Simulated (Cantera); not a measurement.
What does this Cantera script print?

```python
import numpy as np
import cantera as ct

gas_names = """
    C CH CH2 CH3 CH2OH CH3O CH4 CH3OH CO CO2 COOH C2 C2H CHCO,ketyl C2H2,acetylene C2H2,vinylidene
    CH2CO,ketene C2H3,vinyl CH3CO,acetyl C2H4 C2H4O,ethylen CH3CHO,ethanal CH3COOH (HCOOH)2 C2H5 C2H6
    CH3OCH3 C2H5OH C2O C3 C3H3,propargyl C3H4,allene C3H4,propyne C3H4,cyclo- C3H5,allyl C3H6,propylene
    C3H6,cyclo- C3H6O C3H7,n-propyl C3H7,i-propyl C3H8 C3H8O,1propanol C3H8O,2propanol C3O2 C4 C4H2
    C4H4,1,3-cyclo- C4H6,butadiene C4H6,2-butyne C4H6,cyclo- C4H8,1-butene C4H8,cis2-buten
    C4H8,tr2-butene C4H8,isobutene C4H8,cyclo- (CH3COOH)2 C4H9,n-butyl C4H9,i-butyl C4H9,s-butyl
    C4H9,t-butyl C4H10,isobutane C4H10,n-butane C5 C5H6,1,3cyclo- C5H8,cyclo- C5H10,1-pentene
    C5H10,cyclo- C5H11,pentyl C5H11,t-pentyl C5H12,n-pentane C5H12,i-pentane CH3C(CH3)2CH3 C6H2
    C6H5,phenyl C6H5O,phenoxy C6H6 C6H5OH,phenol C6H10,cyclo- C6H12,1-hexene C6H12,cyclo- C6H13,n-hexyl
    C7H7,benzyl C7H8 C7H8O,cresol C7H14,1-heptene C7H15,n-heptyl C7H16,n-heptane C8H8,styrene
    C8H10,ethylbenz C8H16,1-octene C8H17,n-octyl C8H18,isooctane C8H18,n-octane C9H19,n-nonyl
    C10H8,naphthale C10H21,n-decyl C12H9,o-bipheny C12H10,bipheny H HCO HO2 H2 HCHO,formaldehy HCOOH H2O
    H2O2 O OH O2 O3 Ta TaO TaO2
""".split()
cond_names = """
    C(gr) C6H6(L) C7H8(L) C8H18(L),n-octa H2O(s) H2O(L) Ta(cr) Ta(L) TaC(s) TaC(L) Ta2O5(s) Ta2O5(L)
""".split()


def load(file, names, dense=False):
    # The tables refer to 1 bar. Condensed volumes are neglected.
    table = {s.name: s for s in ct.Species.list_from_file(file)}
    out = []
    for n in names:
        d = dict(table[n].input_data)
        d["thermo"] = dict(d["thermo"], **{"reference-pressure": 1e5})
        if dense:
            d["equation-of-state"] = {"model": "constant-volume", "density": "1e6 g/cm^3"}
        out.append(ct.Species.from_dict(d))
    return out


gas = ct.Solution(thermo="ideal-gas", species=load("nasa_gas.yaml", gas_names))
cond = {s.name: ct.Solution(thermo="fixed-stoichiometry", species=[s], name=s.name)
        for s in load("nasa_condensed.yaml", cond_names, dense=True)}
atoms = {
    'Ta(OEt)5': {'Ta': 1, 'C': 10, 'H': 25, 'O': 5},
    'O2': {'O': 2},
}
top_T = {'C(gr)': 4500}  # K; cautious upper limits of use, not melting points


def equilibrate(T, P, feed):
    n = {}
    for name, mol in feed.items():
        for a, k in atoms[name].items():
            n[a] = n.get(a, 0.0) + k * mol
    gas.TPX = T, P, n
    mass = sum(n.values()) * gas.mean_molecular_weight
    gas.equilibrate("TP")
    valid = [c for c in cond.values() if c.min_temp <= T <= top_T.get(c.name, c.max_temp)]
    mix = ct.Mixture([(gas, mass / gas.mean_molecular_weight)] + [(c, 0.0) for c in valid])
    mix.T, mix.P = T, P
    mix.equilibrate("TP", solver="vcs", rtol=1e-11, max_steps=5000)
    return mix


results = []
T = 1048  # K
P = 1000  # Pa
for m in [1.2, 1.9, 2.6, 3.3, 4, 4.6, 5.3, 6, 6.7, 7.4, 8.1]:
    feed = {'Ta(OEt)5': 1, 'O2': m}  # mol
    mix = equilibrate(T, P, feed)
    results.append((T, P, feed, dict(zip(mix.species_names, mix.species_moles))))

top = {s: max(r[3][s] / sum(r[3][g] for g in gas_names) for r in results) for s in gas_names}
cols = sorted((s for s in top if top[s] > 0.0001), key=lambda s: -top[s])[:6]
seen = [c for c in cond_names if any(r[3].get(c, 0) > 1e-12 for r in results)]
print("log10 of partial pressures in bar; condensed amounts in mol")
print(f"{'n(O2)':>10s}" + "".join(f"{s[:9]:>10s}" for s in cols + seen))
for T, P, feed, n in results:
    ng = sum(n[g] for g in gas_names)
    print(f"{feed['O2']:10.4g}" + "".join(f"{np.log10(max(n[s] / ng * P / 1e5, 1e-99)):10.3f}" for s in cols)
          + "".join(f"{n.get(c, 0):10.4g}" for c in seen))
```

Result:

```
log10 of partial pressures in bar; condensed amounts in mol
     n(O2)        H2        CO       H2O       CO2       CH4     C(gr)  Ta2O5(s)
       1.2    -2.144    -2.551    -5.423    -5.756    -5.521     5.104       0.5
       1.9    -2.177    -2.476    -5.381    -5.605    -5.589     3.708       0.5
       2.6    -2.209    -2.420    -5.357    -5.493    -5.651     2.311       0.5
       3.3    -2.238    -2.376    -5.342    -5.406    -5.709    0.9141       0.5
         4    -2.264    -2.363    -3.942    -3.966    -7.176         0       0.5
       4.6    -2.287    -2.389    -3.409    -3.437    -7.803         0       0.5
       5.3    -2.315    -2.422    -3.146    -3.179    -8.184         0       0.5
         6    -2.346    -2.457    -2.982    -3.019    -8.475         0       0.5
       6.7    -2.379    -2.495    -2.862    -2.904    -8.732         0       0.5
       7.4    -2.415    -2.536    -2.767    -2.814    -8.976         0       0.5
       8.1    -2.455    -2.581    -2.689    -2.740    -9.219         0       0.5
```

Method: chemical equilibrium by Gibbs-energy minimisation in Cantera with the NASA 1993 tables (ideal gas, pure condensed phases). The feed counts by its element totals alone.
